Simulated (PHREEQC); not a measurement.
Spent oxide etchant: an equilibrium model

Consider water at 61 °C with 0.027 mol/kgw NH4HF2, 0.0015 mol/kgw H2SiF6 and 0.00031 mol/kgw HCl. Closed to the air; pH follows from the charge balance.

Computed with PHREEQC (ion-association model, phreeqc.dat).

Each row changes one thing in this solution. No solid was allowed to form.

| case | pH | ionic strength (mol/kgw) | HF (mol/kgw) | F- (mol/kgw) | HF2- (mol/kgw) |
|---|---|---|---|---|---|
| as made | 3.30 | 0.0291 | 0.0271 | 0.0217 | 0.00259 |
| NH4HF2 left out | 2.68 | 0.00272 | 0.00503 | 0.000856 | 1.89e-5 |
| temperature from 61 to 45 °C | 3.17 | 0.0293 | 0.0270 | 0.0219 | 0.00253 |
| HCl left out | 3.31 | 0.0291 | 0.0268 | 0.0220 | 0.00259 |
| temperature from 61 to 35 °C | 3.09 | 0.0294 | 0.0269 | 0.0222 | 0.00245 |
| H2SiF6 left out | 3.40 | 0.0274 | 0.0242 | 0.0245 | 0.00262 |
| diluted 100-fold with water | 3.80 | 0.000433 | 0.000200 | 0.000430 | 3.77e-7 |

Some of these states are supersaturated (in Quartz (slow to form), Chalcedony (slow to form), for instance). Away from 25 °C the constants follow the database's enthalpies or fits; those with neither stay at their 25 °C values. SiF6-2 is the database's only silicon fluoride.
